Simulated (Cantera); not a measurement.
An adiabatic, constant-volume homogeneous reactor starts with CH4 : C2H6 : O2 : N2 = 1 : 0.062 : 2.24 : 8.42 (molar parts), equivalence ratio 0.99, at 1125 K and 1.70 bar.

Computed with Cantera and GRI-Mech 3.0 (53 species, 325 reactions).

### Question
Predict: time of steepest temperature rise; temperature at 2.00 s; equilibrium temperature; x(O2) at 2.00 s; x(H) at 2.00 s; x(N2O) at 2.00 s; x(H2O) at 2.00 s.

### Answer
```json
{
 "time_of_steepest_temperature_rise": "16.3 ms",
 "temperature at 2.00 s": "2840 K",
 "equilibrium_temperature": "2840 K",
 "x(O2) at 2.00 s": "0.0171 (gas-phase equilibrium 0.0171)",
 "x(H) at 2.00 s": "0.00536 (gas-phase equilibrium 0.00536)",
 "x(N2O) at 2.00 s": "1.15e-6 (gas-phase equilibrium 1.15e-6)",
 "x(H2O) at 2.00 s": "0.154 (gas-phase equilibrium 0.154)"
}
```
